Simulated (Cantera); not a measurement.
# Adiabatic ignition

An adiabatic, constant-volume homogeneous reactor starts with CH4 : O2 : N2 = 1 : 2.5 : 9.4 (molar parts), equivalence ratio 0.80, at 1525 K and 4.93 atm.

Model: GRI-Mech 3.0 (53 species, 325 reactions), integrated in Cantera.

| t (s) | T (K) | P (bar) | x CH4 | x O2 | x C2H6 | x N2O | x H2 | x C2H2 |
|---|---|---|---|---|---|---|---|---|
| 1.00e-6 | 1525 | 5.00 | 0.0775 | 0.194 | 2.88e-11 | <1e-12 | 7.72e-8 | <1e-12 |
| 2.70e-6 | 1525 | 5.00 | 0.0775 | 0.194 | 6.65e-10 | 4.88e-12 | 2.35e-7 | <1e-12 |
| 7.28e-6 | 1525 | 5.00 | 0.0775 | 0.194 | 1.72e-8 | 2.93e-11 | 7.87e-7 | <1e-12 |
| 1.96e-5 | 1525 | 5.00 | 0.0775 | 0.194 | 6.15e-7 | 1.74e-10 | 3.70e-6 | 9.51e-12 |
| 5.29e-5 | 1526 | 5.00 | 0.0772 | 0.194 | 2.77e-5 | 9.02e-10 | 3.28e-5 | 1.75e-9 |
| 0.000143 | 1539 | 5.05 | 0.0746 | 0.192 | 0.000493 | 6.80e-9 | 0.000497 | 3.44e-7 |
| 0.000385 | 2959 | 9.97 | <1e-12 | 0.0394 | <1e-12 | 2.90e-6 | 0.00816 | <1e-12 |
| 0.00104 | 2953 | 9.95 | <1e-12 | 0.0376 | <1e-12 | 3.02e-6 | 0.00819 | <1e-12 |
| 0.00280 | 2953 | 9.95 | <1e-12 | 0.0376 | <1e-12 | 3.02e-6 | 0.00819 | <1e-12 |
| 0.00756 | 2953 | 9.95 | <1e-12 | 0.0376 | <1e-12 | 3.02e-6 | 0.00819 | <1e-12 |
| 0.0204 | 2953 | 9.95 | <1e-12 | 0.0376 | <1e-12 | 3.02e-6 | 0.00819 | <1e-12 |
| 0.0550 | 2953 | 9.95 | <1e-12 | 0.0376 | <1e-12 | 3.02e-6 | 0.00819 | <1e-12 |
| 0.148 | 2953 | 9.95 | <1e-12 | 0.0376 | <1e-12 | 3.02e-6 | 0.00819 | <1e-12 |
| 0.400 | 2953 | 9.95 | <1e-12 | 0.0376 | <1e-12 | 3.02e-6 | 0.00819 | <1e-12 |
x: mole fraction; the columns are a selection and need not sum to one.

```json
{
  "time_of_steepest_temperature_rise": "0.229 ms",
  "temperature at 0.400 s": "2953 K",
  "equilibrium_temperature": "2953 K",
  "x(CH4) at 0.400 s": "<1e-12 (gas-phase equilibrium <1e-12)",
  "x(O2) at 0.400 s": "0.0376 (gas-phase equilibrium 0.0376)",
  "x(C2H6) at 0.400 s": "<1e-12 (gas-phase equilibrium <1e-12)"
}
```
